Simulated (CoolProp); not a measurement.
The fluid at 293.15 K and 0.654 MPa flows at 0.86 m/s in a round tube of 12.7 mm bore and 45 µm roughness, fully developed (64/Re and Nu = 3.66 if laminar; Colebrook and Gnielinski if turbulent). The same conditions are run with several fluids, on thermodynamics alone (safety and materials aside).

Values from CoolProp's reference Helmholtz-energy equation of state of each fluid (propane: Lemmon 2009; C2F6 (R116): Lemmon 2006; oxygen: Schmidt 1985; CH2F2 (R32): Tillner-Roth 1997; R507A: Lemmon 2003). Blends and air are pseudo-pure fits.

**Question.** Rank propane, C2F6 (R116), oxygen, CH2F2 (R32), R507A by Reynolds number, highest first.

**Answer.** C2F6 (R116) (31500), R507A (27200), propane (18300), CH2F2 (R32) (12700), oxygen (4620)

| fluid | Darcy friction factor | pressure drop (Pa/m) | heat-transfer coefficient (W/(m² K)) | mass flow (kg/h) |
|---|---|---|---|---|
| propane | 0.0327 | 12.8 | 91.8 | 5.29 |
| C2F6 (R116) | 0.0308 | 35.9 | 118 | 15.7 |
| oxygen | 0.0419 | 10.5 | 34.4 | 3.38 |
| CH2F2 (R32) | 0.0344 | 15.4 | 54.2 | 6.02 |
| R507A | 0.0312 | 27.5 | 103 | 11.9 |

Transport values come from each fluid's own correlations; those of C2F6 (R116), CH2F2 (R32) are estimates that may be off by 10 % or more.
